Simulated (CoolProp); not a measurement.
Properties of octamethylcyclotetrasiloxane (D4) along the isotherm 260.05 °C.

Values from CoolProp's reference Helmholtz-energy equation of state, Thol 2015.

| p (bar) | phase | density (kg/m³) | isothermal compressibility (1/MPa) |
|---|---|---|---|
| 0.213 | gas | 1.437 | 47.33 |
| 0.379 | gas | 2.573 | 26.77 |
| 0.674 | gas | [?] | 15.24 |
| 1.2 | gas | [?] | 8.757 |
| 2.13 | gas | 15.58 | 5.169 |
| 3.79 | gas | 30.30 | [?] |
| 6.74 | liquid | 623.8 | 0.03481 |
| 12 | liquid | 634.2 | 0.02829 |
| 21.3 | liquid | [?] | 0.02154 |
| 37.9 | liquid | 668.6 | 0.01540 |
| 67.4 | liquid | 693.9 | 0.01044 |

Q: What belongs in the gaps?

A: 
- 0.674, density (kg/m³): 4.628
- 1.2, density (kg/m³): 8.421
- 3.79, isothermal compressibility (1/MPa): 3.246
- 21.3, density (kg/m³): 648.8
